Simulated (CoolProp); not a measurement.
Properties of cis-2-butene at several states.

The numbers come from the reference Helmholtz-energy equation of state, Lemmon 2005 in CoolProp. It is a short technical equation, of lower accuracy than the large ones.

```json
[
 {"T (K)": "214.6", "p (kPa)": "22900", "phase": "liquid", "density (kg/m³)": "721.5", "cp (kJ/(kg K))": "1.974", "isothermal compressibility (1/MPa)": "0.0008089", "expansivity (1/kK)": "1.290", "fugacity coefficient": "0.0004890"},
 {"T (K)": "206.4", "p (kPa)": "393", "phase": "liquid", "density (kg/m³)": "?", "cp (kJ/(kg K))": "?", "isothermal compressibility (1/MPa)": "?", "expansivity (1/kK)": "?", "fugacity coefficient": "?"},
 {"T (K)": "271.1", "p (kPa)": "1890", "phase": "liquid", "density (kg/m³)": "648.6", "cp (kJ/(kg K))": "?", "isothermal compressibility (1/MPa)": "0.001746", "expansivity (1/kK)": "1.692", "fugacity coefficient": "?"}
]
```

Q: Complete the blanks.

A: 
- 206.4, density (kg/m³): 715.6
- 206.4, cp (kJ/(kg K)): 1.990
- 206.4, isothermal compressibility (1/MPa): 0.0009236
- 206.4, expansivity (1/kK): 1.441
- 206.4, fugacity coefficient: 0.005851
- 271.1, cp (kJ/(kg K)): 2.131
- 271.1, fugacity coefficient: 0.04431
